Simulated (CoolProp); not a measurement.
R407C along the isotherm 226.85 °C: fugacity coefficient from the reference equation and from simpler models built on Tc = 86.2 °C, pc = 4.632 MPa, ω = 0.363; each cubic takes its own stable root.

The numbers come from the reference Helmholtz-energy equation of state, Lemmon 2003 in CoolProp. It is a pseudo-pure fit of the blend.

```
p (MPa)          phase  reference  van der Waals  Redlich-Kwong  Peng-Robinson
-------  -------------  ---------  -------------  -------------  -------------
1.45               gas     0.9679         0.9603         0.9617         0.9666
2.89               gas     0.9372         0.9217         0.9251         0.9355
4.34               gas          …         0.8837         0.8900              …
5.79     supercritical     0.8792         0.8466         0.8565         0.8792
7.24     supercritical     0.8523              …         0.8250              …
8.68     supercritical     0.8272         0.7768         0.7956         0.8315
10.1     supercritical     0.8039         0.7453         0.7688              …
11.6     supercritical     0.7812              …              …         0.7915
```

Problem. Some entries are withheld; supply them.

Solution. 
- 4.34, reference: 0.9075
- 4.34, Peng-Robinson: 0.9063
- 7.24, van der Waals: 0.8108
- 7.24, Peng-Robinson: 0.8542
- 10.1, Peng-Robinson: 0.8110
- 11.6, van der Waals: 0.7152
- 11.6, Redlich-Kwong: 0.7430
